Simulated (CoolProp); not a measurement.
Values from CoolProp's reference Helmholtz-energy equation of state, Tillner-Roth 1997.

### Question
Give the vapour pressure (MPa), enthalpy of vaporisation (kJ/kg), liquid cp (kJ/(kg K)), surface tension (mN/m) of saturated CH2F2 (R32) at 293.8 K.

### Answer
```tsv
T (K)	p (MPa)	enthalpy of vaporisation (kJ/kg)	liquid cp (kJ/(kg K))	surface tension (mN/m)
293.8	1.50	280	1.89	7.49
```

Surface tension comes from a separate correlation (Mulero 2012).
